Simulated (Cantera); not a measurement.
An adiabatic, constant-volume homogeneous reactor starts with 9.32 % CH4, 19.0 % O2, 71.5 % N2, 0.177 % H2, equivalence ratio 0.99, at 1525 K and 190000 Pa.

Computed with Cantera and GRI-Mech 3.0 (53 species, 325 reactions).

One state of this run: T (K) = 2961; P (bar) = 3.88; x CH4 = <1e-12; x O2 = 0.0211; x H2 = 0.0197; x H2O = 0.143; x CO2 = 0.0441; x C2H = <1e-12; x CH2O = 1.37e-9. x: mole fraction; the columns are a selection and need not sum to one.

Which value of t (s) does it belong to?
A) 0.953
B) 0.000310
C) 9.92e-6
D) 1.00e-6

A, 0.953
